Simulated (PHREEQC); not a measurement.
A column of 0.1 m (40 cells, dispersivity 0.008 m, 300 s a shift, diffusion coefficient 3e-10 m²/s) holds 0.091 eq of the database's cation exchanger X per kg of pore water, first in equilibrium with 0.0075 mol/kgw KCl, 0.00042 mol/kgw ZnCl2 and 1e-05 mol/kgw HCl. It is flushed with 0.018 mol/kgw ZnCl2, 0.00068 mol/kgw ZnSO4 and 1e-05 mol/kgw HCl, at 25 °C. Values are for the last cell. The system is closed to CO2. No solid was allowed to form.

The series has 32 steps of pore volumes, from 0 to 6.987.

Model: ion-association model, phreeqc.dat, run in PHREEQC.

### Question
After how many pore volumes does S at the outlet first reach half of its feed value?

### Answer
By 1.1 pore volumes.
